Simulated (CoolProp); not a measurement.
Vapour-liquid equilibrium of n-octane (1) + ethylbenzene (2) at 0.755 MPa; x and y are mole fractions of (1).

Values from CoolProp's multi-fluid Helmholtz-energy mixture model, Beckmüller 2019 and Zhou 2012; pair parameters Bell 2016.

```tsv
x	bubble temperature, mixture model (°C)	bubble temperature, Raoult's law (°C)	y, mixture model	y, Raoult's law
0.05	229.8	230.3	0.066	0.062
0.15	227.5	228.8	0.188	0.182
0.25	225.5	227.3	0.299	0.296
0.35	223.8	225.9	0.401	0.405
0.45	222.3	224.5	0.498	0.509
0.55	221.0	223.1	0.591	0.607
0.65	219.9	221.8	0.682	0.702
0.75	219.0	220.5	0.771	0.792
0.85	218.2	219.2	0.862	0.878
0.95	217.6	218.0	0.953	0.960
```

The largest gap from Raoult's law is -2.2 K in bubble temperature, at x = 0.45. No azeotrope shows between x = 0.05 and 0.95.

Pair parameters are fitted to limited data, so mixtures are less certain than the pure fluids.
